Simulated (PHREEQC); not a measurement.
**Reverse-osmosis permeate: speciation**

A made-up water analysis in mmol/kgw, 25 °C, pH 6.93, pe 12.3:

```json
[
 {"constituent": "Na", "mmol/kgw": "0.0128"},
 {"constituent": "K", "mmol/kgw": "0.0764"},
 {"constituent": "Ca", "mmol/kgw": "0.0519"},
 {"constituent": "Mg", "mmol/kgw": "0.082"},
 {"constituent": "Cl", "mmol/kgw": "0.163"},
 {"constituent": "S(6)", "mmol/kgw": "0.0327"},
 {"constituent": "Alkalinity (meq/kgw)", "mmol/kgw": "0.144"},
 {"constituent": "B", "mmol/kgw": "0.000816"},
 {"constituent": "Li", "mmol/kgw": "3.82e-05"},
 {"constituent": "N(5)", "mmol/kgw": "0.0002"}
]
```

Valence states are taken as typed.

Equilibrium calculation in PHREEQC: ion-association model, wateq4f.dat.

```yaml
ionic_strength: 0.000528 mol/kgw
charge_balance_error: -2.1 %
```

```csv
species,molality,activity,log γ
Cl-,0.000163,0.000159,-0.011
HCO3-,0.000144,0.000140,-0.011
Mg+2,8.14e-5,7.34e-5,-0.045
K+,7.64e-5,7.44e-5,-0.011
Ca+2,5.15e-5,4.65e-5,-0.045
CO2,3.70e-5,3.70e-5,0.000
SO4-2,3.19e-5,2.88e-5,-0.045
Na+,1.28e-5,1.25e-5,-0.011
H3BO3,8.12e-7,8.12e-7,0.000
MgSO4,4.95e-7,4.95e-7,0.000
CaSO4,2.67e-7,2.67e-7,0.000
NO3-,2.00e-7,1.95e-7,-0.011
MgHCO3+,1.23e-7,1.20e-7,-0.011
H+,1.21e-7,1.17e-7,-0.011
OH-,8.75e-8,8.52e-8,-0.011
```

No solid was allowed to form.
